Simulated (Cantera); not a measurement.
## Thermodynamics of boron, boron nitride and boron oxide, feed B + H2O + NH3

A closed system holds: 1 mol B, 9.3 mol H2O, a varied amount of NH3, at 1125 K and 1.00 bar.

These are equilibrium values from Cantera (NASA tables, ideal gas, pure condensed phases), not measurements of a reactor. Candidate condensed phases: B, BN, B2O3, B3O3H3, H2O; 39 gas species. Gases not in the tables: H3BO3. Kinetics and transport are ignored.

| n(NH3) (mol) | log p H2O | log p H2 | log p N2 | log p (HBO2)3 | log p HBO2 | log p NH3 | log p H | log p HBO | n B2O3(l) |
|---|---|---|---|---|---|---|---|---|---|
| 0.85 | -0.16 | -0.60 | -1.41 | -2.04 | -3.65 | -5.16 | -7.65 | -8.71 | 0.348 |
| 1.2 | -0.18 | -0.55 | -1.29 | -2.08 | -3.67 | -5.02 | -7.63 | -8.65 | 0.353 |
| 1.8 | -0.22 | -0.49 | -1.15 | -2.14 | -3.69 | -4.86 | -7.60 | -8.57 | 0.359 |
| 2.6 | -0.28 | -0.43 | -1.05 | -2.22 | -3.71 | -4.72 | -7.57 | -8.48 | 0.367 |
| 3.8 | -0.34 | -0.37 | -0.95 | -2.32 | -3.75 | -4.59 | -7.54 | -8.39 | 0.376 |
| 5.6 | -0.43 | -0.32 | -0.86 | -2.44 | -3.79 | -4.46 | -7.51 | -8.30 | 0.387 |
| 8.2 | -0.52 | -0.27 | -0.80 | -2.59 | -3.84 | -4.36 | -7.49 | -8.20 | 0.399 |
| 12 | -0.63 | -0.23 | -0.74 | -2.76 | -3.89 | -4.28 | -7.47 | -8.11 | 0.410 |
| 17 | -0.75 | -0.20 | -0.71 | -2.93 | -3.95 | -4.22 | -7.45 | -8.02 | 0.421 |
log p: log10 of the partial pressure in bar; n: condensed amount in mol.

From 0.85 mol NH3 to 17 mol NH3 the condensed part is B2O3(l). The share of B in condensed phases is highest at 17 mol NH3 (84.1 %) and lowest at 0.85 mol NH3 (69.6 %).
